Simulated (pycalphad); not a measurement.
## Phase fractions of Si-51.34Cu (wt.%)

All values are pycalphad results on the COST 507 light-alloy database (1999) (1 atm), not direct measurements. The database dates from 1999; later assessments differ in places, in temperatures and in the compounds included. Amounts are mole fractions of atoms. Kinetics are ignored, which matters at the lower temperatures.

```
T (K)  liquid  diamond (Si)  CU19SI6_ETA
-----  ------  ------------  -----------
1550    1.000             -            -
1450    0.882         0.118            -
1350    0.650         0.350            -
1250    0.541         0.459            -
1150    0.485         0.515            -
1050        -         0.582        0.418
950         -         0.582        0.418
850         -         0.582        0.418
750         -         0.582        0.418
650         -         0.582        0.418
550         -         0.582        0.418
```

Database names, with the compositions (at.%) that they take in these runs: CU19SI6_ETA: Cu 76 Si 24.
